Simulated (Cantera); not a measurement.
Stirred combustor or abatement burner

A perfectly stirred reactor is fed with 24.3 % H2, 15.9 % O2, 59.8 % N2, equivalence ratio 0.77, at 750 Torr; it is adiabatic with a 500 K inlet, and is followed from long to short residence time, starting on the burning branch (τ in s: 0.035, 0.015, 0.0062, 0.0026, 0.0011, 0.00046, 0.00019, 8.1e-05, 3.4e-05).

Cantera simulation using GRI-Mech 3.0 (53 species, 325 reactions); the numbers are that mechanism's predictions, not measurements.

```json
[
 {"τ (s)": "0.035", "T (K)": "2251", "x H2": "0.00278", "x O2": "0.0407", "x HO2": "3.57e-6", "x OH": "0.00758", "x NO": "0.00130", "x H2O": "0.269", "x O": "0.000983"},
 {"τ (s)": "0.015", "T (K)": "2242", "x H2": "0.00348", "x O2": "0.0411", "x HO2": "3.81e-6", "x OH": "0.00839", "x NO": "0.000710", "x H2O": "0.267", "x O": "0.00123"},
 {"τ (s)": "0.0062", "T (K)": "2219", "x H2": "0.00498", "x O2": "0.0414", "x HO2": "4.41e-6", "x OH": "0.00981", "x NO": "0.000385", "x H2O": "0.264", "x O": "0.00177"},
 {"τ (s)": "0.0026", "T (K)": "2178", "x H2": "0.00763", "x O2": "0.0420", "x HO2": "5.80e-6", "x OH": "0.0117", "x NO": "0.000208", "x H2O": "0.259", "x O": "0.00278"},
 {"τ (s)": "0.0011", "T (K)": "2112", "x H2": "0.0116", "x O2": "0.0432", "x HO2": "8.53e-6", "x OH": "0.0137", "x NO": "0.000110", "x H2O": "0.252", "x O": "0.00440"},
 {"τ (s)": "0.00046", "T (K)": "2015", "x H2": "0.0167", "x O2": "0.0451", "x HO2": "1.32e-5", "x OH": "0.0151", "x NO": "6.40e-5", "x H2O": "0.241", "x O": "0.00673"},
 {"τ (s)": "0.00019", "T (K)": "1885", "x H2": "0.0225", "x O2": "0.0481", "x HO2": "2.01e-5", "x OH": "0.0152", "x NO": "4.58e-5", "x H2O": "0.229", "x O": "0.00961"},
 {"τ (s)": "8.1e-5", "T (K)": "1733", "x H2": "0.0284", "x O2": "0.0522", "x HO2": "2.91e-5", "x OH": "0.0138", "x NO": "3.37e-5", "x H2O": "0.215", "x O": "0.0122"},
 {"τ (s)": "3.4e-5", "T (K)": "1556", "x H2": "0.0374", "x O2": "0.0592", "x HO2": "4.25e-5", "x OH": "0.0109", "x NO": "1.95e-5", "x H2O": "0.198", "x O": "0.0134"}
]
```
x: mole fraction; the columns are a selection and need not sum to one.
